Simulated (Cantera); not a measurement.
Input: 1 mol Cr2O3, 8.3 mol H2, 0.081 mol H2O, held at 1400 °C and 1.33 mbar.

Equilibrium computed with Cantera from the NASA thermochemical tables; the gas is ideal and each condensed phase is pure. Candidate condensed phases: Cr, Cr2O3, H2O; 13 gas species. Rates play no part.

Base state: H2 0.983, H2O 0.0120, H 0.00310, Cr 0.00154 (mole fractions); condensed: Cr2O3(s).

### Question
What changes in the equilibrium state with this change: temperature from 1400 °C to 1025 °C?

### Answer
```json
[
 {"species": "H2", "before": "0.983", "after": "0.990"},
 {"species": "H2O", "before": "0.0120", "after": "0.00966"},
 {"species": "H", "before": "0.00310", "after": "2.93e-5"},
 {"species": "Cr", "before": "0.00154", "after": "1.51e-8"},
 {"species": "Cr2O3(s), mol", "before": "0.993", "after": "1.00"}
]
```

### Question
What changes in the equilibrium state with this change: H2O from 0.081 to 2.7 mol?

### Answer
```json
[
 {"species": "H2", "before": "0.983", "after": "0.752"},
 {"species": "H2O", "before": "0.0120", "after": "0.245"},
 {"species": "H", "before": "0.00310", "after": "0.00271"},
 {"species": "Cr", "before": "0.00154", "after": "1.11e-5"},
 {"species": "OH", "before": "1.81e-6", "after": "4.25e-5"},
 {"species": "Cr2O3(s), mol", "before": "0.993", "after": "1.000"}
]
```
